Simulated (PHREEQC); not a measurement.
1 kg of water meets 20 L of dry gas (N2 0.2, O2 0.8 by moles) at fixed total pressure, at 50 °C; fugacities by Peng-Robinson. The gases take part in no redox reaction, some water evaporates into the gas, and hydrates or a liquid gas phase aren't modelled. Nothing may precipitate in this run.

Model: ion-association model, phreeqc.dat, run in PHREEQC.

```
P (atm)  dissolved N2 (mol/kgw)  φ of N2  p of N2 (atm)  dissolved O2 (mol/kgw)  φ of O2  p of O2 (atm)
-------  ----------------------  -------  -------------  ----------------------  -------  -------------
2                      0.000193    1.000          0.376                 0.00140    0.999           1.50
5                      0.000500    0.999          0.975                 0.00361    0.997           3.90
10                      0.00101    0.998           1.98                 0.00724    0.993           7.90
20                      0.00200    0.997           3.97                  0.0143    0.987           15.9
30                      0.00297    0.995           5.97                  0.0211    0.981           23.9
40                      0.00391    0.994           7.97                  0.0277    0.976           31.9
50                      0.00483    0.993           9.97                  0.0340    0.970           39.9
75                      0.00705    0.992           15.0                  0.0489    0.958           59.8
100                     0.00915    0.993           20.0                  0.0626    0.947           79.8
150                      0.0131    0.998           30.0                  0.0869    0.929            120
200                      0.0167    1.009           39.9                   0.108    0.917            160
300                      0.0232    1.044           59.9                   0.142    0.906            240
400                      0.0289    1.093           79.9                   0.170    0.909            319
```

Constants without temperature data keep their 25 °C values here.
